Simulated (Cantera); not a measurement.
Input (Python, Cantera):

```python
import numpy as np
import cantera as ct

gas = ct.Solution("gri30.yaml")
gas.TPX = 1448, 101325, {'CH4': 1, 'O2': 0.952, 'N2': 3.58}
reactor = ct.IdealGasReactor(gas, energy="on", clone=False)
net = ct.ReactorNet([reactor])
net.rtol, net.atol = 1e-08, 1e-16
show = ['CH4', 'O2', 'H2O', 'NO', 'CH2O']
times = np.geomspace(1e-06, 0.9, 13)

steps = ct.SolutionArray(gas, extra=["t"])
rows = []
print(f"{'t/s':>10s}{'T/K':>9s}{'P/Pa':>11s}" + "".join(f"{s:>11s}" for s in show))
for t in times:
    while net.time < t:
        t_next = net.step()
        steps.append(gas.state, t=t_next)
    rows.append([np.interp(t, steps.t, y) for y in (steps.T, steps.P, *steps(*show).X.T)])
    print(f"{t:10.3e}{rows[-1][0]:9.1f}{rows[-1][1]:11.4g}" + "".join(f"{x:11.3e}" for x in rows[-1][2:]))
rate = np.gradient(steps.T, steps.t)
print("integrator steps:", len(steps.t))
if steps.T.max() > steps.T[0] + 200:
    print(f"time of steepest temperature rise: {steps.t[rate.argmax()]:.4e} s")
gas.TPX = 1448, 101325, {'CH4': 1, 'O2': 0.952, 'N2': 3.58}
gas.equilibrate("UV")
print(f"equilibrium (UV): T = {gas.T:.1f} K  " + "  ".join(f"{s} {gas[s].X[0]:.3e}" for s in show))
```

Output:

```
       t/s      T/K       P/Pa        CH4         O2        H2O         NO       CH2O
 1.000e-06   1448.0  1.013e+05  1.808e-01  1.721e-01  4.256e-09  1.825e-18  2.003e-10
 3.135e-06   1448.0  1.013e+05  1.808e-01  1.721e-01  2.444e-08  1.182e-17  2.257e-09
 9.826e-06   1448.0  1.013e+05  1.808e-01  1.721e-01  1.202e-07  5.185e-17  2.445e-08
 3.080e-05   1448.0  1.013e+05  1.808e-01  1.721e-01  8.842e-07  2.558e-16  2.849e-07
 9.655e-05   1447.9  1.013e+05  1.807e-01  1.721e-01  9.125e-06  2.022e-15  4.130e-06
 3.026e-04   1448.2  1.013e+05  1.806e-01  1.720e-01  9.617e-05  2.488e-14  6.095e-05
 9.487e-04   1452.7  1.017e+05  1.793e-01  1.713e-01  8.766e-04  2.624e-13  5.087e-04
 2.974e-03   2673.3  2.244e+05  5.655e-11  3.439e-05  1.191e-01  5.016e-04  2.155e-08
 9.322e-03   2672.7  2.244e+05  5.028e-11  3.592e-05  1.191e-01  3.321e-04  2.137e-08
 2.922e-02   2672.7  2.244e+05  5.028e-11  3.592e-05  1.191e-01  3.315e-04  2.137e-08
 9.159e-02   2672.7  2.244e+05  5.028e-11  3.592e-05  1.191e-01  3.315e-04  2.137e-08
 2.871e-01   2672.7  2.244e+05  5.028e-11  3.592e-05  1.191e-01  3.315e-04  2.137e-08
 9.000e-01   2672.7  2.244e+05  5.028e-11  3.592e-05  1.191e-01  3.315e-04  2.137e-08
integrator steps: 2044
time of steepest temperature rise: 2.6680e-03 s
equilibrium (UV): T = 2672.7 K  CH4 5.643e-11  O2 3.592e-05  H2O 1.191e-01  NO 3.315e-04  CH2O 2.137e-08
```

Cantera simulation using GRI-Mech 3.0 (53 species, 325 reactions); the numbers are that mechanism's predictions, not measurements.
